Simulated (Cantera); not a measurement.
**C2H5OH + O2 + N2 + H2 (carbon deposition, reforming and gasification)**

A closed system holds: 1 mol C2H5OH, 0.037 mol O2, 0.41 mol N2, 24 mol H2, equilibrated at 1173.15 K.

These are equilibrium values from Cantera (NASA tables, ideal gas, pure condensed phases), not measurements of a reactor. Candidate condensed phases: C, C6H6, C7H8, C8H18, H2O; 136 gas species. The ideal-gas law is rough above about 30 bar. Kinetics and transport are ignored.

```tsv
P (Pa)	x H2	x CH4	x H2O	x CO	x N2	x NH3	x CO2	n C(graphite)
10	0.948	1.75e-6	1.27e-7	0.0377	0.0144	2.41e-9	3.96e-9	0.926
72	0.948	1.26e-5	9.12e-7	0.0377	0.0144	1.73e-8	2.85e-8	0.925
520	0.948	9.08e-5	6.58e-6	0.0377	0.0144	1.25e-7	2.06e-7	0.923
3700	0.947	0.000645	4.68e-5	0.0377	0.0144	8.89e-7	1.46e-6	0.909
27000	0.943	0.00467	0.000339	0.0375	0.0145	6.46e-6	1.06e-5	0.803
190000	0.915	0.0309	0.00225	0.0366	0.0148	4.41e-5	7.07e-5	0.137
1400000	0.884	0.0601	0.0245	0.0158	0.0155	0.000314	0.000343	0
10000000	0.863	0.0780	0.0415	0.000733	0.0151	0.00214	2.77e-5	0
```
x: gas mole fraction; n: condensed amount in mol.

From 10.0 Pa to 1.90 bar the condensed part is C(graphite). From 14.0 bar to 100 bar nothing is condensed. The main C-bearing gas is CO at 10.0 Pa and CH4 at 100 bar.
